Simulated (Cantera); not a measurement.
Input: 1 mol Si3N4, 0.53 mol CO2, 2.5 mol N2, at 1550 K and 13.3 mbar.

Equilibrium computed with Cantera from the NASA thermochemical tables; the gas is ideal and each condensed phase is pure. Candidate condensed phases: C, Si, SiC, SiO2, Si2N2O, Si3N4; 34 gas species. Mutual solubility and eutectic melting of coexisting phases are not modelled. The numbers say what is thermodynamically allowed, not how fast it happens.

Base state: N2 0.999, CO 0.000737, SiO 4.41e-5 (mole fractions); condensed: SiC(s) + Si2N2O(s) + Si3N4(s).

Question: What changes in the equilibrium state with this change: temperature from 1550 K to 1375 K?

Answer: 
```csv
species,before,after
N2,0.999,1.000
CO,0.000737,0.000146
SiO,4.41e-5,1.46e-7
"SiC(s), mol",0.528,0
"Si2N2O(s), mol",1.06,1.06
"Si3N4(s), mol",0.119,0.294
"C(graphite), mol",0,0.530
```
